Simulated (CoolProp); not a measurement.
Vapour-liquid equilibrium of cis-2-butene (1) + acetone (2) at 257.7 K; x and y are mole fractions of (1).

Computed with CoolProp (multi-fluid Helmholtz-energy mixture model, Lemmon 2005 and Lemmon 2006; pair parameters Bell 2016).

| x | bubble pressure, mixture model (MPa) | bubble pressure, Raoult's law (MPa) | y, mixture model | y, Raoult's law |
|---|---|---|---|---|
| 0.05 | 0.01127 | 0.005962 | 0.671 | 0.384 |
| 0.125 | 0.02025 | 0.009103 | 0.828 | 0.628 |
| 0.2 | 0.02687 | 0.01224 | 0.877 | 0.747 |
| 0.275 | 0.03151 | 0.01538 | 0.901 | 0.818 |
| 0.35 | 0.03463 | 0.01852 | 0.914 | 0.864 |
| 0.425 | 0.03666 | 0.02167 | 0.921 | 0.897 |
| 0.5 | 0.03799 | 0.02481 | 0.927 | 0.922 |
| 0.575 | 0.03894 | 0.02795 | 0.931 | 0.941 |
| 0.65 | 0.03976 | 0.03109 | 0.935 | 0.956 |
| 0.725 | 0.04062 | 0.03423 | 0.940 | 0.969 |
| 0.8 | 0.04167 | 0.03737 | 0.947 | 0.979 |
| 0.875 | 0.04298 | 0.04051 | 0.959 | 0.988 |
| 0.95 | 0.04457 | 0.04365 | 0.979 | 0.996 |

The largest gap from Raoult's law is +122.5 % in bubble pressure, at x = 0.125. No azeotrope shows between x = 0.05 and 0.95.

Pair parameters are fitted to limited data, so mixtures are less certain than the pure fluids. With so large a gap from Raoult's law the liquid may split in two, which this calculation doesn't test in full.
